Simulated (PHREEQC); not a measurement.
MgCl2 is added in steps, without added water, to 1 kg of water holding 0.047 mol CdCl2, 0.0037 mol CaCl2 and 0.049 mol HCl, at 25 °C. Oxygen is held at 0.21 atm. The system is closed to CO2. The run lets Cd(OH)2 precipitate or redissolve, and no other solid.

Base run: PHREEQC, ion-association model, phreeqc.dat. Each further column changes one thing. The table gives Cd+2 (mol/kgw).

```
MgCl2 added (mol)      base  Davies equation for every ion  all activity coefficients set to 1  database wateq4f.dat
-----------------  --------  -----------------------------  ----------------------------------  --------------------
0                   0.00877                        0.00860                             0.00346               0.00880
0.03                0.00656                        0.00629                             0.00194               0.00660
0.06                0.00508                        0.00473                             0.00124               0.00512
0.105               0.00359                        0.00317                            0.000716               0.00363
0.135               0.00289                        0.00245                            0.000528               0.00293
0.165               0.00234                        0.00191                            0.000402               0.00238
0.195               0.00191                        0.00148                            0.000314               0.00194
0.24                0.00142                        0.00102                            0.000226               0.00145
0.27                0.00117                       0.000796                            0.000185               0.00120
0.3                0.000966                       0.000621                            0.000154              0.000991
```

The ionic strength passes 0.7 mol/kgw, the rough limit of the ion-association models, in part of: base; Davies equation for every ion; all activity coefficients set to 1; database wateq4f.dat. phreeqc.dat and wateq4f.dat share most of their constants, so their agreement is no independent check. Solids allowed in the column 'database wateq4f.dat': Brucite, Portlandite, Cd(OH)2, CdOHCl.
